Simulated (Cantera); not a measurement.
A closed system holds: 1 mol Zr, 26 mol H2O, 5.9 mol H2.

Equilibrium computed with Cantera from the NASA thermochemical tables; the gas is ideal and each condensed phase is pure. Candidate condensed phases: H2O, Zr, ZrO2; 12 gas species. Kinetics and transport are ignored.

**Question.** What condenses at these points (T in K, P in Pa): (2525, 0.50); (2075, 1600); (2475, 320); (2575, 13); (2225, 2.5)?

**Answer.** 
```
T (K)  P in Pa  condensed phases  Zr condensed (%)
-----  -------  ----------------  ----------------
2525      0.50          gas only               0.0
2075      1600              ZrO2             100.0
2475       320              ZrO2              99.7
2575        13              ZrO2              33.2
2225       2.5              ZrO2              99.1
```
